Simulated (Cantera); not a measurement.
Mixture: CH4 : H2 : O2 : N2 = 1 : 0.83 : 1.15 : 4.32 (molar parts), equivalence ratio 2.1, at 41000 Pa, adiabatic and at constant volume. Ignition delay is the time to a rise of 400 K.

Model: GRI-Mech 3.0 (53 species, 325 reactions), integrated in Cantera. Below about 1000 K GRI-Mech 3.0 lacks low-temperature oxidation paths. Below about 950 K walls govern HO2 and H2O2 in real vessels.

Task: Predict: delay at 900 K; delay at 1050 K; delay at 1200 K; delay at 1350 K; apparent activation energy between 1275 and 1425 K.

Result: 
```json
{
  "delay at 900 K": "0.104 s",
  "delay at 1050 K": "15.2 ms",
  "delay at 1200 K": "3.45 ms",
  "delay at 1350 K": "1.04 ms",
  "apparent activation energy between 1275 and 1425 K": "110 kJ/mol"
}
```
